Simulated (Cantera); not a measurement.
Input: 1 mol B2O3, 47 mol HCl, 0.78 mol N2, 20 mol F2, equilibrated at 825 K and 69.0 mbar.

Cantera equilibrium calculation (NASA polynomials, part measured and part estimated; ideal gas, pure solids and liquids). Candidate condensed phases: B, BN, B2O3, B3O3H3, H2O, NH4Cl; 75 gas species. Rates play no part.

Base state: HF 0.500, Cl2 0.257, HCl 0.178, BF3 0.0294, O2 0.0187, N2 0.0115, H2O 0.00672, Cl 3.17e-5 (mole fractions); condensed: gas only.

Task: What changes in the equilibrium state with this change: temperature from 825 K to 1523 K?

Result: 
| species | before | after |
|---|---|---|
| HF | 0.500 | 0.471 |
| Cl2 | 0.257 | 0.180 |
| HCl | 0.178 | 0.179 |
| Cl | 3.17e-5 | 0.110 |
| O2 | 0.0187 | 0.0206 |
| N2 | 0.0115 | 0.0108 |
| BF3 | 0.0294 | 0.0276 |
| BOF | <1e-9 | 5.17e-5 |
| F | <1e-9 | 1.16e-5 |

Task: What changes in the equilibrium state with this change: temperature from 825 K to 1123.15 K?

Result: 
```
species   before     after
-------  -------  --------
HF         0.500     0.497
Cl2        0.257     0.248
HCl        0.178     0.188
H2O      0.00672  0.000856
O2        0.0187    0.0215
N2        0.0115    0.0114
BF3       0.0294    0.0292
Cl       3.17e-5   0.00380
```
